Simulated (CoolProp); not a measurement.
Values from CoolProp's reference Helmholtz-energy equation of state, Penoncello 2003.

Task: For CHF3 (R23), give the phase and the cp (kJ/(kg K)), speed of sound (m/s) at 320.9 K and 101 kPa; 410.8 K and 101 kPa; 423.6 K and 101 kPa.

Result: 
- 320.9 K and 101 kPa: gas; cp 0.768, speed of sound 212
- 410.8 K and 101 kPa: gas; cp 0.887, speed of sound 237
- 423.6 K and 101 kPa: gas; cp 0.903, speed of sound 240
